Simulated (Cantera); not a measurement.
Thermodynamics of silicon nitride deposition, feed SiF4 + N2

Input: 1 mol SiF4, 0.61 mol N2, at 13.3 mbar.

Equilibrium computed with Cantera from the NASA thermochemical tables; the gas is ideal and each condensed phase is pure. Candidate condensed phases: Si, Si3N4; 16 gas species. The tables' values for SiF3 are old estimates; treat these amounts as uncertain. Kinetics and transport are ignored.

| T (K) | x SiF4 | x N2 | x F | x SiF3 | x SiF2 |
|---|---|---|---|---|---|
| 800 | 0.621 | 0.379 | <1e-12 | 1.27e-11 | <1e-12 |
| 900 | 0.621 | 0.379 | <1e-12 | <1e-12 | <1e-12 |
| 1000 | 0.621 | 0.379 | 1.32e-11 | 1.32e-11 | <1e-12 |
| 1100 | 0.621 | 0.379 | 3.72e-10 | 3.72e-10 | <1e-12 |
| 1200 | 0.621 | 0.379 | 6.05e-9 | 5.95e-9 | <1e-12 |
| 1300 | 0.621 | 0.379 | 6.30e-8 | 6.29e-8 | <1e-12 |
| 1400 | 0.621 | 0.379 | 4.71e-7 | 4.71e-7 | <1e-12 |
| 1500 | 0.621 | 0.379 | 2.70e-6 | 2.70e-6 | 6.67e-12 |
| 1600 | 0.621 | 0.379 | 1.24e-5 | 1.24e-5 | 1.20e-10 |
| 1700 | 0.621 | 0.379 | 4.77e-5 | 4.77e-5 | 1.53e-9 |
| 1800 | 0.621 | 0.379 | 0.000158 | 0.000157 | 1.47e-8 |
| 1900 | 0.620 | 0.379 | 0.000459 | 0.000458 | 1.11e-7 |
| 2000 | 0.619 | 0.378 | 0.00120 | 0.00120 | 6.83e-7 |
x: gas mole fraction; nothing condenses.

From 800 K to 2000 K nothing is condensed. The main Si-bearing gas is SiF4 throughout.
